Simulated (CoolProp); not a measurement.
Properties of o-xylene at several states (Tc = 357.1 °C, pc = 3.737 MPa, ω = 0.312).

The numbers come from the reference Helmholtz-energy equation of state, Zhou 2012 in CoolProp.

```tsv
T (°C)	p (MPa)	phase	cp (kJ/(kg K))	isothermal compressibility (1/MPa)	Prandtl number
309.75	2.34	liquid	?	?	3.38
89.95	4.1	liquid	?	?	?
32.55	2.15	liquid	1.786	?	?
338.55	0.136	gas	2.270	7.467	?
```

Task: Complete the blanks.

Result: 
- 309.75, cp (kJ/(kg K)): 3.113
- 309.75, isothermal compressibility (1/MPa): 0.02812
- 89.95, cp (kJ/(kg K)): 1.971
- 89.95, isothermal compressibility (1/MPa): 0.001208
- 89.95, Prandtl number: 6.64
- 32.55, isothermal compressibility (1/MPa): 0.0008328
- 32.55, Prandtl number: 9.62
- 338.55, Prandtl number: 0.702

Viscosity comes from a separate model (Cao 2016). Thermal conductivity comes from a separate model (Mylona 2014).
